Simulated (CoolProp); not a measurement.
Normal hydrogen at 908.64 K and 2.39 MPa flows at 0.3 m/s in a round tube of 25 mm bore and 0.25 µm roughness, fully developed (64/Re and Nu = 3.66 if laminar; Colebrook and Gnielinski if turbulent). Each further row changes one setting.

The numbers come from the reference Helmholtz-energy equation of state, Leachman 2009 in CoolProp.

```
case              Reynolds number  Darcy friction factor  pressure drop (Pa/m)  heat-transfer coefficient (W/(m² K))  mass flow (kg/h)
----------------  ---------------  ---------------------  --------------------  ------------------------------------  ----------------
as stated                     246                  0.260                 0.297                                  62.5             0.336
velocity 0.6 m/s              492                  0.130                 0.595                                  62.5             0.673
diameter 50 mm                492                  0.130                0.0743                                  31.2              1.35
```

Viscosity comes from a separate model (Muzny 2013). Thermal conductivity comes from a separate model (Assael 2011).
